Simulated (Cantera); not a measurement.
Mixture: CH₄ : C₂H₆ : O₂ : N₂ = 1 : 0.28 : 3.2 : 15.1 (molar parts), equivalence ratio 0.93, at 0.550 bar, adiabatic and at constant pressure. Ignition delay is the time to a rise of 400 K.

Model: GRI-Mech 3.0 (53 species, 325 reactions), integrated in Cantera.

Question: Predict: delay at 1275 K; delay at 1475 K; delay at 1675 K; delay at 1875 K; apparent activation energy between 1775 and 1975 K.

Answer: 
```json
{
  "delay at 1275 K": "1.57 ms",
  "delay at 1475 K": "0.285 ms",
  "delay at 1675 K": "80.9 µs",
  "delay at 1875 K": "32.3 µs",
  "apparent activation energy between 1775 and 1975 K": "110 kJ/mol"
}
```
